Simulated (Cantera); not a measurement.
**Equilibrium for aluminium and copper etching: Al + Cl2 + F2 + H2O**

A closed system holds: 1 mol Al, 0.74 mol Cl2, 1.2 mol F2, 0.18 mol H2O, equilibrated at 46.0 Pa.

Equilibrium computed with Cantera from the NASA thermochemical tables; the gas is ideal and each condensed phase is pure. Candidate condensed phases: Al, AlCl3, AlF3, Al2O3, H2O; 53 gas species. Rates play no part.

From 1125 K to 1425 K nothing is condensed. The main Al-bearing gas is AlF3 throughout.

| T (K) | log p Cl | log p AlF3 | log p Cl2 | log p HCl | log p AlClF2 | log p AlF2O | log p AlCl2F | log p HF |
|---|---|---|---|---|---|---|---|---|
| 1125 | -4.73 | -3.93 | -4.08 | -4.10 | -4.13 | -4.32 | -4.65 | -4.81 |
| 1150 | -4.61 | -3.94 | -4.10 | -4.11 | -4.13 | -4.33 | -4.64 | -4.79 |
| 1175 | -4.50 | -3.94 | -4.12 | -4.11 | -4.13 | -4.33 | -4.64 | -4.77 |
| 1200 | -4.40 | -3.95 | -4.15 | -4.12 | -4.14 | -4.33 | -4.64 | -4.76 |
| 1225 | -4.31 | -3.95 | -4.19 | -4.13 | -4.14 | -4.34 | -4.65 | -4.74 |
| 1250 | -4.22 | -3.96 | -4.23 | -4.14 | -4.14 | -4.34 | -4.65 | -4.73 |
| 1275 | -4.15 | -3.97 | -4.29 | -4.15 | -4.15 | -4.35 | -4.65 | -4.72 |
| 1300 | -4.08 | -3.98 | -4.35 | -4.16 | -4.15 | -4.36 | -4.65 | -4.71 |
| 1325 | -4.03 | -3.98 | -4.43 | -4.17 | -4.16 | -4.36 | -4.65 | -4.70 |
| 1350 | -3.98 | -3.99 | -4.51 | -4.18 | -4.16 | -4.37 | -4.66 | -4.69 |
| 1375 | -3.94 | -4.00 | -4.61 | -4.19 | -4.16 | -4.37 | -4.66 | -4.68 |
| 1400 | -3.90 | -4.01 | -4.72 | -4.20 | -4.17 | -4.38 | -4.66 | -4.68 |
| 1425 | -3.88 | -4.01 | -4.83 | -4.21 | -4.17 | -4.38 | -4.66 | -4.67 |
log p: log10 of the partial pressure in bar; nothing condenses.
